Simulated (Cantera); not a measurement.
## Transport properties of process gases

Gas mixture: C₂H₂ : C₂H₆ = 0.3 : 0.5 (molar parts), at 130000 Pa, frozen composition.

Cantera's kinetic-theory transport with the Lennard-Jones parameters of GRI-Mech 3.0, ideal gas; thermal conductivity in the multicomponent form. The composition is frozen, though it would react at the higher temperatures.

```csv
T (K),ρ (kg/m³),cp (J/kg/K),μ (µPa s),λ (mW/m/K),Pr,D (cm²/s) N₂,D (cm²/s) NO,D (cm²/s) NH₃
400,1.12,2086,12.8,35.5,0.749,0.203,0.200,0.209
550,0.812,2574,16.7,57.2,0.753,0.356,0.350,0.387
700,0.638,2977,20.2,79.9,0.754,0.541,0.532,0.606
850,0.525,3294,23.4,102,0.754,0.753,0.740,0.862
1000,0.447,3577,26.3,125,0.754,0.991,0.974,1.15
1150,0.388,3802,29.1,147,0.754,1.25,1.23,1.47
1300,0.343,3990,31.6,168,0.753,1.54,1.51,1.83
```
D: mixture-averaged diffusion coefficient of that species in the mixture.
